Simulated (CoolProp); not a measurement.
Properties of water along the isotherm 414.55 °C (Tc = 373.9 °C, pc = 22060 kPa, ω = 0.344).

Values from CoolProp's reference Helmholtz-energy equation of state, Wagner 2002.

```json
[
 {"p (kPa)": "34.9", "phase": "gas", "cp (kJ/(kg K))": "2.075", "cv (kJ/(kg K))": "1.613", "speed of sound (m/s)": "638.8"},
 {"p (kPa)": "56.4", "phase": "gas", "cp (kJ/(kg K))": "2.076", "cv (kJ/(kg K))": "1.613", "speed of sound (m/s)": "638.7"},
 {"p (kPa)": "91.1", "phase": "gas", "cp (kJ/(kg K))": "2.078", "cv (kJ/(kg K))": "1.614", "speed of sound (m/s)": "638.6"},
 {"p (kPa)": "147", "phase": "gas", "cp (kJ/(kg K))": "2.082", "cv (kJ/(kg K))": "1.616", "speed of sound (m/s)": "638.4"},
 {"p (kPa)": "238", "phase": "gas", "cp (kJ/(kg K))": "2.087", "cv (kJ/(kg K))": "1.618", "speed of sound (m/s)": "638.0"},
 {"p (kPa)": "384", "phase": "gas", "cp (kJ/(kg K))": "2.096", "cv (kJ/(kg K))": "1.622", "speed of sound (m/s)": "637.4"},
 {"p (kPa)": "620", "phase": "gas", "cp (kJ/(kg K))": "2.110", "cv (kJ/(kg K))": "1.628", "speed of sound (m/s)": "636.5"},
 {"p (kPa)": "1000", "phase": "gas", "cp (kJ/(kg K))": "2.133", "cv (kJ/(kg K))": "1.639", "speed of sound (m/s)": "635.0"},
 {"p (kPa)": "1620", "phase": "gas", "cp (kJ/(kg K))": "2.173", "cv (kJ/(kg K))": "1.656", "speed of sound (m/s)": "632.4"},
 {"p (kPa)": "2620", "phase": "gas", "cp (kJ/(kg K))": "2.241", "cv (kJ/(kg K))": "1.686", "speed of sound (m/s)": "628.2"},
 {"p (kPa)": "4230", "phase": "gas", "cp (kJ/(kg K))": "2.363", "cv (kJ/(kg K))": "1.738", "speed of sound (m/s)": "621.2"},
 {"p (kPa)": "6830", "phase": "gas", "cp (kJ/(kg K))": "2.598", "cv (kJ/(kg K))": "1.832", "speed of sound (m/s)": "609.2"},
 {"p (kPa)": "11000", "phase": "gas", "cp (kJ/(kg K))": "3.101", "cv (kJ/(kg K))": "2.009", "speed of sound (m/s)": "587.9"}
]
```
